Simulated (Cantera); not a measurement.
An isothermal, constant-pressure homogeneous reactor starts with CH4 : H2 = 1 : 110 (molar parts), at 1723 K and 35000 Pa. Integrator tolerance rtol = 1e-08.

Detailed kinetics in Cantera: GRI-Mech 3.0 (53 species, 325 reactions). GRI-Mech 3.0 stops at C3 and has no aromatics, soot or wall deposition, so with more carbon than oxygen in the feed, carbon stays in small species such as C2H2 where larger ones or solid carbon would form.

Problem. What does this change do: H2 110 to 47 parts?

Solution. 
| quantity | before | after |
|---|---|---|
| x(CH4) at 4.00 s | 0.00223 (gas-phase equilibrium 0.00211) | 0.00335 (gas-phase equilibrium 0.00331) |
| x(H2) at 4.00 s | 0.994 (gas-phase equilibrium 0.994) | 0.988 (gas-phase equilibrium 0.988) |
| x(CH3) at 4.00 s | 1.40e-5 (gas-phase equilibrium 1.33e-5) | 2.12e-5 (gas-phase equilibrium 2.10e-5) |
| x(C2H4) at 4.00 s | 4.67e-5 (gas-phase equilibrium 4.74e-5) | 0.000118 (gas-phase equilibrium 0.000118) |
| x(C2H2) at 4.00 s | 0.00331 (gas-phase equilibrium 0.00336) | 0.00843 (gas-phase equilibrium 0.00845) |
